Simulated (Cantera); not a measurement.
A perfectly stirred reactor is fed with 2.58 % CH4, 2.29 % C2H6, 20.0 % O2, 75.0 % N2, 0.152 % H2O, equivalence ratio 0.66, at 180000 Pa; it is adiabatic with a 775 K inlet, and is followed from long to short residence time, starting on the burning branch (τ in s: 0.42, 0.16, 0.062, 0.024, 0.0092, 0.0036, 0.0014, 0.00053, 0.0002, 7.8e-05).

Model: GRI-Mech 3.0 (53 species, 325 reactions), integrated in Cantera.

Question: Predict: blow-out, bracketed by the residence times tried; x(CH4) at τ = 0.420 s; x(C2H6) at τ = 0.420 s; x(O2) at τ = 0.420 s; x(N2O) at τ = 0.420 s; x(NO2) at τ = 0.420 s; x(CH4) at τ = 3.60 ms; x(C2H6) at τ = 3.60 ms; x(O2) at τ = 3.60 ms; x(N2O) at τ = 3.60 ms; x(NO2) at τ = 3.60 ms.

Answer: 
```
Property                                                                          Result
------------------------------------------------  --------------------------------------
blow-out, bracketed by the residence times tried  burning at 78.0 µs, the shortest tried
x(CH4) at τ = 0.420 s                                                            2.06e-7
x(C2H6) at τ = 0.420 s                                                           2.47e-8
x(O2) at τ = 0.420 s                                                              0.0652
x(N2O) at τ = 0.420 s                                                            4.52e-7
x(NO2) at τ = 0.420 s                                                            3.16e-6
x(CH4) at τ = 3.60 ms                                                            1.09e-5
x(C2H6) at τ = 3.60 ms                                                           1.93e-6
x(O2) at τ = 3.60 ms                                                              0.0673
x(N2O) at τ = 3.60 ms                                                            7.04e-7
x(NO2) at τ = 3.60 ms                                                            1.66e-7
```
